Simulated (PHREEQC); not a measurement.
A made-up water analysis in mg/L, 25 °C, pH 6.16, pe 11.8: Na 0.00175; K 0.00904; Ca 0.0245; Mg 0.000395; Cl 0.00612; S(6) as SO4 0.0184; Alkalinity as HCO3 0.0617; F 4.03e-05; Pb 4.74e-05.

Valence states are taken as typed.

Model: ion-association model, wateq4f.dat, run in PHREEQC.

Each row changes one thing in this solution. This is a speciation only: nothing precipitates in the calculation.

```json
[
 {"case": "as made", "ionic strength (mol/kgw)": "3.08e-6", "CO2 (mol/kgw)": "2.62e-6", "HCO3- (mol/kgw)": "1.69e-6", "CO3-2 (mol/kgw)": "1.15e-10", "CaHCO3+ (mol/kgw)": "1.31e-11", "HSO4- (mol/kgw)": "1.28e-11", "SI of Pb(OH)2 (Pb(OH)2)": "-5.49", "SI of Cerrusite (PbCO3)": "-6.47"},
 {"case": "pH from 6.16 to 5.86 at the same alkalinity", "ionic strength (mol/kgw)": "3.77e-6", "CO2 (mol/kgw)": "___", "HCO3- (mol/kgw)": "2.39e-6", "CO3-2 (mol/kgw)": "___", "CaHCO3+ (mol/kgw)": "1.84e-11", "HSO4- (mol/kgw)": "___", "SI of Pb(OH)2 (Pb(OH)2)": "___", "SI of Cerrusite (PbCO3)": "-6.61"},
 {"case": "Cl from 0.00612 to 0.0122 mg/L", "ionic strength (mol/kgw)": "3.16e-6", "CO2 (mol/kgw)": "2.62e-6", "HCO3- (mol/kgw)": "1.69e-6", "CO3-2 (mol/kgw)": "1.15e-10", "CaHCO3+ (mol/kgw)": "1.31e-11", "HSO4- (mol/kgw)": "1.28e-11", "SI of Pb(OH)2 (Pb(OH)2)": "-5.49", "SI of Cerrusite (PbCO3)": "-6.47"},
 {"case": "Mg from 0.000395 to 0.00079 mg/L", "ionic strength (mol/kgw)": "___", "CO2 (mol/kgw)": "2.62e-6", "HCO3- (mol/kgw)": "1.69e-6", "CO3-2 (mol/kgw)": "1.15e-10", "CaHCO3+ (mol/kgw)": "1.31e-11", "HSO4- (mol/kgw)": "1.28e-11", "SI of Pb(OH)2 (Pb(OH)2)": "-5.49", "SI of Cerrusite (PbCO3)": "-6.47"}
]
```

Question: What belongs in the gaps?

Answer: 
- pH from 6.16 to 5.86 at the same alkalinity, CO2 (mol/kgw): 7.39e-6
- pH from 6.16 to 5.86 at the same alkalinity, CO3-2 (mol/kgw): 8.17e-11
- pH from 6.16 to 5.86 at the same alkalinity, HSO4- (mol/kgw): 2.55e-11
- pH from 6.16 to 5.86 at the same alkalinity, SI of Pb(OH)2 (Pb(OH)2): -6.08
- Mg from 0.000395 to 0.00079 mg/L, ionic strength (mol/kgw): 3.11e-6

Species that the database lacks are ignored.
